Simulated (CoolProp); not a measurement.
A closed Brayton cycle with carbon dioxide: compressor inlet 310.15 K and 8.9 MPa, high pressure 30 MPa, turbine inlet 810 K, compressor efficiency 0.89, turbine efficiency 0.9, recuperator effectiveness 0.8 (on enthalpy, no pinch check). Each further row changes one setting.

Values from CoolProp's reference Helmholtz-energy equation of state, Span 1996.

```tsv
case	thermal efficiency (%)	net work (kJ/kg)	compressor to turbine work	compressor exit (K)	turbine exit (K)
as stated	33.0	119	0.22	352.4	667.0
turbine inlet 760 K	31.8	108	?	352.4	?
compressor inlet 320.15 K	31.7	99.2	0.35	?	667.0
high pressure 25.5 MPa	31.1	?	0.20	345.9	685.5
recuperator effectiveness 0.5	?	119	0.22	352.4	667.0
```

### Question
Complete the blanks.

### Answer

- turbine inlet 760 K, compressor to turbine work: 0.24
- turbine inlet 760 K, turbine exit (K): 622.1
- compressor inlet 320.15 K, compressor exit (K): 407.0
- high pressure 25.5 MPa, net work (kJ/kg): 107
- recuperator effectiveness 0.5, thermal efficiency (%): 25.1
